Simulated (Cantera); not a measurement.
**Hydrogen reduction and annealing atmospheres: Al2O3 + H2**

Feed: 1 mol Al2O3, 2200 mol H2, at 2050 K and 1.00 mbar.

Equilibrium computed with Cantera from the NASA thermochemical tables; the gas is ideal and each condensed phase is pure. Candidate condensed phases: Al, Al2O3, H2O; 19 gas species. The tables' values for AlOH are old estimates; treat these amounts as uncertain. Equilibrium is a limit: real reactors are often held back by kinetics, nucleation or transport.

```json
{
  "x(H2)": "0.929",
  "x(H)": "0.0691",
  "x(H2O)": "0.00123",
  "x(Al)": "0.000755",
  "x(Al2O)": "4.03e-5",
  "x(AlOH)": "3.10e-5",
  "x(OH)": "1.00e-5",
  "x(AlH)": "5.78e-6",
  "x(AlO)": "4.45e-6",
  "gas_amount": "2281 mol",
  "log10 activity of Al(l) (absent)": "-4.10"
}
```
